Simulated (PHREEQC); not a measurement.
Make-up at 20 °C: 0.0022 mol/kgw H2SiF6, 0.01 mol/kgw (NH4)2CO3 and 0.00069 mol/kgw KHCO3. Closed to the air; pH follows from the charge balance.

All values are PHREEQC results (ion-association model, phreeqc.dat), not measurements.

No solid was allowed to form.

### Question
Predict the pH, specific conductance.

### Answer
pH 6.68; specific conductance 2090 µS/cm.

### Question
In which forms is C present?

### Answer
HCO3- 70 %, CO2 30 % of the C.

The solution is supersaturated, for example in SiO2(a), Quartz (slow to form), so a real one may precipitate; this is no full list. Species that the database lacks are ignored. Carbamate, which ammonia and carbonate form, is missing from the database. SiF6-2 is the database's only silicon fluoride.
